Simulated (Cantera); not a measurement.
**Dilute partial oxidation**

An isothermal, constant-pressure homogeneous reactor starts with CH2O : O2 : N2 = 0.018 : 0.0068 : 1 (molar parts), at 1475 K and 3150 Torr.

Cantera simulation using GRI-Mech 3.0 (53 species, 325 reactions); the numbers are that mechanism's predictions, not measurements.

```json
[
 {"t (s)": "2.00e-5", "x CH2O": "0.0166", "x O2": "0.00647", "x NO": "<1e-12", "x HCO": "1.04e-5", "x C2H2": "<1e-12", "x CH3": "4.40e-9", "x CH2": "7.15e-10"},
 {"t (s)": "7.29e-5", "x CH2O": "0.000427", "x O2": "0.00450", "x NO": "6.75e-10", "x HCO": "4.97e-6", "x C2H2": "6.45e-12", "x CH3": "6.88e-8", "x CH2": "2.66e-9"},
 {"t (s)": "0.000265", "x CH2O": "2.55e-9", "x O2": "9.77e-6", "x NO": "1.79e-6", "x HCO": "1.37e-7", "x C2H2": "<1e-12", "x CH3": "3.75e-11", "x CH2": "<1e-12"},
 {"t (s)": "0.000967", "x CH2O": "8.31e-10", "x O2": "2.47e-7", "x NO": "1.83e-6", "x HCO": "3.62e-8", "x C2H2": "<1e-12", "x CH3": "1.54e-11", "x CH2": "<1e-12"},
 {"t (s)": "0.00352", "x CH2O": "3.77e-10", "x O2": "1.42e-8", "x NO": "1.74e-6", "x HCO": "9.68e-9", "x C2H2": "<1e-12", "x CH3": "7.24e-12", "x CH2": "<1e-12"},
 {"t (s)": "0.0128", "x CH2O": "2.55e-10", "x O2": "9.53e-10", "x NO": "1.46e-6", "x HCO": "2.58e-9", "x C2H2": "<1e-12", "x CH3": "2.96e-12", "x CH2": "<1e-12"},
 {"t (s)": "0.0468", "x CH2O": "2.23e-10", "x O2": "6.88e-11", "x NO": "9.51e-7", "x HCO": "7.05e-10", "x C2H2": "<1e-12", "x CH3": "<1e-12", "x CH2": "<1e-12"},
 {"t (s)": "0.170", "x CH2O": "2.14e-10", "x O2": "5.77e-12", "x NO": "4.80e-7", "x HCO": "2.09e-10", "x C2H2": "<1e-12", "x CH3": "<1e-12", "x CH2": "<1e-12"},
 {"t (s)": "0.620", "x CH2O": "2.12e-10", "x O2": "<1e-12", "x NO": "1.83e-7", "x HCO": "7.98e-11", "x C2H2": "<1e-12", "x CH3": "<1e-12", "x CH2": "<1e-12"},
 {"t (s)": "2.26", "x CH2O": "2.11e-10", "x O2": "<1e-12", "x NO": "3.06e-8", "x HCO": "5.83e-11", "x C2H2": "<1e-12", "x CH3": "<1e-12", "x CH2": "<1e-12"},
 {"t (s)": "8.23", "x CH2O": "2.11e-10", "x O2": "<1e-12", "x NO": "1.07e-8", "x HCO": "5.72e-11", "x C2H2": "<1e-12", "x CH3": "<1e-12", "x CH2": "<1e-12"},
 {"t (s)": "30.0", "x CH2O": "2.11e-10", "x O2": "<1e-12", "x NO": "1.05e-8", "x HCO": "5.72e-11", "x C2H2": "<1e-12", "x CH3": "<1e-12", "x CH2": "<1e-12"}
]
```
x: mole fraction; the columns are a selection and need not sum to one.

Equilibrium at this temperature and pressure: CH2O 2.11e-10, O2 <1e-12, NO 1.62e-9, HCO 5.72e-11, C2H2 <1e-12, CH3 <1e-12, CH2 <1e-12 (gas phase only).
